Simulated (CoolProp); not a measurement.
Diethyl ether along the isotherm 450.4 K: Z from the reference equation and from simpler models built on Tc = 467.9 K, pc = 37.17 bar, ω = 0.282; each cubic takes its own stable root.

Values from CoolProp's reference Helmholtz-energy equation of state, Thol 2014.

| p (bar) | phase | reference | van der Waals | Redlich-Kwong | Soave-Redlich-Kwong | Peng-Robinson |
|---|---|---|---|---|---|---|
| 0.176 | gas | 0.9982 | 0.9985 | 0.9982 | 0.9982 | 0.9980 |
| 0.362 | gas | 0.9962 | 0.9968 | 0.9963 | 0.9962 | 0.9958 |
| 0.744 | gas | 0.9922 | 0.9935 | 0.9924 | 0.9922 | 0.9914 |
| 1.53 | gas | 0.9839 | 0.9865 | 0.9842 | 0.9839 | 0.9822 |
| 3.14 | gas | 0.9664 | 0.9718 | 0.9672 | 0.9665 | 0.9632 |
| 6.44 | gas | 0.9286 | 0.9406 | 0.9310 | 0.9296 | 0.9228 |
| 13.2 | gas | 0.8410 | 0.8702 | 0.8497 | 0.8463 | 0.8327 |
| 27.2 | gas | 0.5586 | 0.6664 | 0.6141 | 0.5972 | 0.5714 |
| 55.8 | liquid | 0.2251 | 0.3385 | 0.2675 | 0.2617 | 0.2337 |
